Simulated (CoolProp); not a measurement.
Properties of methanol along the isotherm 485 K (Tc = 513.4 K, pc = 8216 kPa, ω = 0.565).

Values from CoolProp's reference Helmholtz-energy equation of state, de Reuck 1993.

```json
[
 {"p (kPa)": "13", "phase": "gas", "Joule-Thomson coefficient (K/MPa)": "(withheld)", "expansivity (1/kK)": "2.068"},
 {"p (kPa)": "23.1", "phase": "gas", "Joule-Thomson coefficient (K/MPa)": "15.16", "expansivity (1/kK)": "2.072"},
 {"p (kPa)": "41.1", "phase": "gas", "Joule-Thomson coefficient (K/MPa)": "15.16", "expansivity (1/kK)": "2.081"},
 {"p (kPa)": "73.1", "phase": "gas", "Joule-Thomson coefficient (K/MPa)": "15.18", "expansivity (1/kK)": "2.095"},
 {"p (kPa)": "130", "phase": "gas", "Joule-Thomson coefficient (K/MPa)": "15.20", "expansivity (1/kK)": "2.122"},
 {"p (kPa)": "231", "phase": "gas", "Joule-Thomson coefficient (K/MPa)": "(withheld)", "expansivity (1/kK)": "2.172"},
 {"p (kPa)": "411", "phase": "gas", "Joule-Thomson coefficient (K/MPa)": "15.34", "expansivity (1/kK)": "2.266"},
 {"p (kPa)": "731", "phase": "gas", "Joule-Thomson coefficient (K/MPa)": "15.51", "expansivity (1/kK)": "2.456"},
 {"p (kPa)": "1300", "phase": "gas", "Joule-Thomson coefficient (K/MPa)": "15.82", "expansivity (1/kK)": "2.884"},
 {"p (kPa)": "2310", "phase": "gas", "Joule-Thomson coefficient (K/MPa)": "16.02", "expansivity (1/kK)": "4.108"},
 {"p (kPa)": "4110", "phase": "gas", "Joule-Thomson coefficient (K/MPa)": "(withheld)", "expansivity (1/kK)": "9.549"}
]
```

Question: Some entries are withheld; supply them.

Answer: 
- 13, Joule-Thomson coefficient (K/MPa): 15.15
- 231, Joule-Thomson coefficient (K/MPa): 15.25
- 4110, Joule-Thomson coefficient (K/MPa): 13.87
